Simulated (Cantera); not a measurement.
A perfectly stirred reactor is fed with CO : O2 : H2O : N2 = 0.025 : 0.042 : 0.095 : 1 (molar parts), equivalence ratio 0.30, at 10.0 bar; it is held at 1300 K, and followed from long to short residence time.

Model: GRI-Mech 3.0 (53 species, 325 reactions), integrated in Cantera.

Task: What does this change do: pressure from 10.0 bar to 1.01 bar?

Result: 
```json
[
 {"quantity": "x(CO) at τ = 19.0 s", "before": "1.28e-5", "after": "1.56e-5"},
 {"quantity": "x(O2) at τ = 19.0 s", "before": "0.0257", "after": "0.0257"},
 {"quantity": "x(H2O) at τ = 19.0 s", "before": "0.0826", "after": "0.0826"},
 {"quantity": "x(H2) at τ = 19.0 s", "before": "2.50e-7", "after": "1.38e-6"},
 {"quantity": "x(NO2) at τ = 19.0 s", "before": "5.26e-10", "after": "1.89e-9"},
 {"quantity": "x(CO) at τ = 0.250 s", "before": "0.000683", "after": "0.000290"},
 {"quantity": "x(O2) at τ = 0.250 s", "before": "0.0260", "after": "0.0258"},
 {"quantity": "x(H2O) at τ = 0.250 s", "before": "0.0826", "after": "0.0825"},
 {"quantity": "x(H2) at τ = 0.250 s", "before": "1.11e-5", "after": "2.47e-5"},
 {"quantity": "x(NO2) at τ = 0.250 s", "before": "8.01e-9", "after": "2.18e-9"}
]
```
